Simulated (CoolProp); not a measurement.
Vinyl chloride at 333.44 K and 2.63 MPa is throttled through a valve to 0.487 MPa with no heat exchange. Each further row changes one setting.

The numbers come from the reference Helmholtz-energy equation of state, Thol 2022 in CoolProp.

```
case                       temperature change (K)                       final phase  final density (kg/m³)
-------------------------  ----------------------  --------------------------------  ---------------------
as stated                                   -28.1  two-phase, vapour fraction 0.142                   84.8
outlet pressure 0.146 MPa                   -64.9  two-phase, vapour fraction 0.290                   14.5
outlet pressure 0.633 MPa                   -18.5  two-phase, vapour fraction 0.098                    146
```
